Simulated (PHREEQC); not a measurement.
A solution holds 0.0022 mol H3PO4 and 0.0015 mol NaF per kg of water, at 20 °C. Closed to the air; pH follows from the charge balance.

The numbers come from PHREEQC with the ion-association model, phreeqc.dat.

Precipitation was switched off in this run.

**Question.** Estimate the pH, specific conductance, ionic strength.

**Answer.** pH 2.99; specific conductance 470 µS/cm; ionic strength 0.00258 mol/kgw.

**Question.** In which forms is F present?

**Answer.** HF 57 %, F- 43 % of the F.

Complexes and solids missing from the database can't appear.
